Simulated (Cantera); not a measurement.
Input (Python, Cantera):

```python
import numpy as np
import cantera as ct

gas = ct.Solution("gri30.yaml", transport_model="mixture-averaged")
show = ['O', 'C2H2', 'NO']

rows = []
print(f"{'T/K':>7s}{'rho':>11s}{'cp':>10s}{'mu':>11s}{'lambda':>11s}{'Pr':>7s}" + "".join(f"{'D_' + s:>11s}" for s in show))
for T in [400, 500, 600, 700, 800, 900]:
    gas.TPX = T, 500000, {'N2O': 0.16}
    Pr = gas.cp_mass * gas.viscosity / gas.thermal_conductivity
    D = [gas.mix_diff_coeffs_mole[gas.species_index(s)] for s in show]
    rows.append([gas.density, gas.cp_mass, gas.viscosity, gas.thermal_conductivity, Pr, *D])
    print(f"{T:7g}{gas.density:11.4e}{gas.cp_mass:10.1f}{gas.viscosity:11.4e}"
          f"{gas.thermal_conductivity:11.4e}{Pr:7.3f}" + "".join(f"{d:11.4e}" for d in D))
print("SI units: kg/m3, J/kg/K, Pa s, W/m/K, m2/s")
```

Output:

```
    T/K        rho        cp         mu     lambda     Pr        D_O     D_C2H2       D_NO
    400 6.6169e+00     970.3 1.9459e-05 2.5465e-02  0.741 8.5092e-06 4.2611e-06 5.2336e-06
    500 5.2935e+00    1042.5 2.3570e-05 3.3205e-02  0.740 1.2588e-05 6.4253e-06 7.7683e-06
    600 4.4113e+00    1101.3 2.7324e-05 4.0717e-02  0.739 1.7252e-05 8.9221e-06 1.0670e-05
    700 3.7811e+00    1150.2 3.0799e-05 4.7945e-02  0.739 2.2458e-05 1.1725e-05 1.3911e-05
    800 3.3085e+00    1191.6 3.4048e-05 5.4884e-02  0.739 2.8175e-05 1.4814e-05 1.7473e-05
    900 2.9409e+00    1226.6 3.7113e-05 6.1547e-02  0.740 3.4379e-05 1.8173e-05 2.1339e-05
SI units: kg/m3, J/kg/K, Pa s, W/m/K, m2/s
```

Computed with Cantera and GRI-Mech 3.0 (53 species, 325 reactions).
